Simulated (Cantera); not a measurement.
What does this Cantera script print?

```python
import numpy as np
import cantera as ct

surf = ct.Interface("ptcombust.yaml", "Pt_surf")
gas = surf.adjacent["gas"]
gas.TPX = 300, 12000, {'CH4': 0.071, 'O2': 0.059, 'N2': 0.79}
jet = ct.ImpingingJet(gas=gas, width=0.063, surface=surf)
jet.inlet.mdot, jet.inlet.T, jet.inlet.X = 0.065, 300, {'CH4': 0.071, 'O2': 0.059, 'N2': 0.79}
jet.set_refine_criteria(ratio=10, slope=0.2, curve=0.3)
show, cover = ['CH4', 'O2', 'H2O', 'OH', 'CO', 'CO2'], ["PT(S)", "H(S)", "O(S)", "OH(S)", "CO(S)", "C(S)"]

rows = []
print(f"{'Ts/K':>7s}" + "".join(f"{s:>11s}" for s in show + cover) + "   (gas at the wall, coverages)")
for i, Ts in enumerate([950, 1000, 1050, 1100, 1150, 1200, 1250]):
    jet.surface.T = Ts
    if i == 0:
        surf.TP = Ts, 12000
        surf.coverages = "PT(S):0.5, O(S):0.5"
        surf.advance_coverages(1.0)
        jet.set_initial_guess(products="inlet")
    jet.solve(loglevel=0, auto=(i == 0))
    rows.append([*(jet.X[gas.species_index(s), -1] for s in show), *surf[cover].coverages])
    print(f"{Ts:7g}" + "".join(f"{x:11.3e}" for x in rows[-1]))
```

Result:

```
   Ts/K        CH4         O2        H2O         OH         CO        CO2      PT(S)       H(S)       O(S)      OH(S)      CO(S)       C(S)   (gas at the wall, coverages)
    950  3.326e-02  8.502e-03  5.580e-02  2.684e-11  4.573e-02  1.883e-05  2.622e-01  1.910e-03  1.000e-07  4.423e-07  5.143e-02  6.845e-01
   1000  2.308e-02  5.590e-03  5.116e-02  7.799e-11  5.609e-02  3.092e-05  3.412e-01  2.420e-03  9.364e-08  4.785e-07  4.700e-02  6.093e-01
   1050  8.629e-03  2.099e-03  4.347e-02  2.309e-10  7.064e-02  1.655e-04  5.885e-01  3.378e-03  1.568e-07  7.824e-07  8.358e-02  3.246e-01
   1100  4.348e-03  1.142e-03  4.052e-02  8.257e-10  7.435e-02  8.824e-04  8.243e-01  3.524e-03  4.648e-07  1.397e-06  8.771e-02  8.444e-02
   1150  3.584e-03  9.810e-04  3.907e-02  2.619e-09  7.402e-02  2.164e-03  9.114e-01  3.173e-03  1.062e-06  1.915e-06  5.749e-02  2.788e-02
   1200  3.391e-03  9.571e-04  3.774e-02  7.309e-09  7.245e-02  3.964e-03  9.514e-01  2.815e-03  2.089e-06  2.379e-06  3.474e-02  1.102e-02
   1250  3.311e-03  9.554e-04  3.575e-02  1.849e-08  7.036e-02  6.449e-03  9.718e-01  2.489e-03  3.726e-06  2.776e-06  2.085e-02  4.829e-03
```

Computed with Cantera and Deutschmann's 1995 Pt surface mechanism with GRI-Mech 3.0 gas chemistry. Catalytic surfaces can have several steady states; this one follows from the mechanism file's or the stated starting coverage.
